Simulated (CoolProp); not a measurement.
Isopentane along the isobar 0.759 MPa: density (kg/m³) from the reference equation and from simpler models built on Tc = 460.3 K, pc = 3.378 MPa, ω = 0.227; each cubic takes its own stable root.

Values from CoolProp's reference Helmholtz-energy equation of state, Lemmon 2006. It is a short technical equation, of lower accuracy than the large ones.

| T (K) | phase | reference |
|---|---|---|
| 184.3 | liquid | 721.9 |
| 195.4 | liquid | 711.9 |
| 206.5 | liquid | 701.9 |
| 217.5 | liquid | 692.0 |
| 228.6 | liquid | 682.0 |
| 239.7 | liquid | 671.9 |
| 250.8 | liquid | 661.6 |
| 261.8 | liquid | 651.3 |
| 272.9 | liquid | 640.8 |
| 284 | liquid | 630.0 |
| 295 | liquid | 619.1 |
| 306.1 | liquid | 607.8 |
| 317.2 | liquid | 596.1 |
| 328.3 | liquid | 584.0 |
| 339.3 | liquid | 571.4 |
| 350.4 | liquid | 558.1 |

How far does each simpler model (van der Waals, Peng-Robinson) lie from the reference over these 16 states: mean and median of the absolute difference, and the worst?


- van der Waals: mean 45.6 %, median 38.4 %, worst -96.1 % at 350.4 K and 0.759 MPa
- Peng-Robinson: mean 4.4 %, median 4.6 %, worst +5.2 % at 295 K and 0.759 MPa

At some of these states van der Waals gives the other phase, because its saturation line lies elsewhere.
